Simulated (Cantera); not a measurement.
A closed system holds: 1 mol Fe₂O₃, 90 mol H₂, 0.14 mol H₂O, equilibrated at 0.00133 bar.

Cantera equilibrium calculation (NASA polynomials, part measured and part estimated; ideal gas, pure solids and liquids). Candidate condensed phases: Fe, FeO, Fe(OH)₂, Fe(OH)₃, Fe₂O₃, Fe₃O₄, H₂O; 12 gas species. Kinetics and transport are ignored.

Which condensed phases are stable at each of these points (T (°C)): 1002, 1102, 1202, 1302, 1402, 1502, 1602, 1702?


```tsv
T (°C)	condensed phases	Fe condensed (%)
1002	Fe(γ)	100.0
1102	Fe(γ)	100.0
1202	Fe(γ)	99.7
1302	Fe(γ)	97.7
1402	Fe(δ)	85.9
1502	Fe(δ)	29.7
1602	gas only	0.0
1702	gas only	0.0
```

From 1002 °C to 1302 °C the condensed part is Fe(γ). From 1402 °C to 1502 °C the condensed part is Fe(δ). From 1602 °C to 1702 °C nothing is condensed.
